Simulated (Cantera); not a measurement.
A perfectly stirred reactor is fed with C₂H₆ : N₂ = 1 : 10 (molar parts), at 100000 Pa; it is held at 1200 K, and followed from long to short residence time.

Model: GRI-Mech 3.0 (53 species, 325 reactions), integrated in Cantera. GRI-Mech 3.0 stops at C3 and has no aromatics, soot or wall deposition, so with more carbon than oxygen in the feed, carbon stays in small species such as C2H2 where larger ones or solid carbon would form.

```tsv
quantity	before	after
x(C₂H₆) at τ = 5.50 s	0.00125	0.000827
x(C₂H) at τ = 5.50 s	3.66e-11	3.73e-11
x(HCN) at τ = 5.50 s	9.42e-12	1.13e-11
x(CH₃) at τ = 5.50 s	3.29e-6	2.62e-6
x(CH₄) at τ = 5.50 s	0.0252	0.0164
x(C₂H₆) at τ = 19.0 ms	0.0420	0.0309
x(C₂H) at τ = 19.0 ms	2.04e-11	2.12e-11
x(HCN) at τ = 19.0 ms	3.89e-12	6.50e-12
x(CH₃) at τ = 19.0 ms	1.38e-5	1.27e-5
x(CH₄) at τ = 19.0 ms	0.00538	0.00364
```

Name the change that produced these shifts.
A) temperature 1200 to 1575 K
B) N2 10 to 3.3 parts
C) C2H6 1 to 0.69 parts
D) pressure from 100000 Pa to 32000 Pa

C, C2H6 1 to 0.69 parts
